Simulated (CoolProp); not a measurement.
Computed with CoolProp (reference Helmholtz-energy equation of state, Lemmon 2013).

Task: For propylene, give the phase and the density (kg/m³), cv (kJ/(kg K)), speed of sound (m/s), viscosity (µPa s) at 148.1 K and 2310 kPa; 244.7 K and 2310 kPa; 322 K and 2310 kPa.

Result: 
- 148.1 K and 2310 kPa: liquid; density 701, cv 1.37, speed of sound 1690, viscosity 652
- 244.7 K and 2310 kPa: liquid; density 589, cv 1.40, speed of sound 1080, viscosity 163
- 322 K and 2310 kPa: liquid; density 462, cv 1.63, speed of sound 546, viscosity 75.8

Viscosity comes from a separate model (Huber 2003), an estimate that may be off by 10 % or more.
